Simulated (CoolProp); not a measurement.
Values from CoolProp's reference Helmholtz-energy equation of state, Aleksandrov 2011. It is a short technical equation, of lower accuracy than the large ones.

Q: For n-undecane, give the phase and the Z, cp (kJ/(kg K)), speed of sound (m/s), Joule-Thomson coefficient (K/MPa) at 267.05 °C and 1.1 MPa; 331.85 °C and 1.1 MPa.

A: 
- 267.05 °C and 1.1 MPa: liquid; Z 0.0722, cp 3.20, speed of sound 459, Joule-Thomson coefficient 0.120
- 331.85 °C and 1.1 MPa: gas; Z 0.657, cp 3.32, speed of sound 116, Joule-Thomson coefficient 20.2
